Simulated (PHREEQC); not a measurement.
Solution (5 °C): 0.0085 mol HBr, 0.04 mol CuSO4 and 0.0031 mol CuCl2 per kg of water. Closed to the air; pH follows from the charge balance.

All values are PHREEQC results (ion-association model, phreeqc.dat), not measurements.

```
quantity                   before     after
------------------------  -------  --------
pH                           2.35      3.36
ionic strength (mol/kgw)    0.110     0.104
SO4-2 (mol/kgw)            0.0217    0.0233
HSO4- (mol/kgw)           0.00303  0.000321
CuOH+ (mol/kgw)           3.19e-8   3.20e-7
```

Name the change that produced these shifts.
A) temperature from 5 to 10 °C
B) HBr from 0.0085 to 0.00085 mol/kgw
C) CuCl2 left out
D) CuCl2 from 0.0031 to 0.00155 mol/kgw
E) HBr from 0.0085 to 0.00765 mol/kgw

B, HBr from 0.0085 to 0.00085 mol/kgw

This is a speciation only: nothing precipitates in the calculation. Away from 25 °C the constants follow the database's enthalpies or fits; those with neither stay at their 25 °C values.
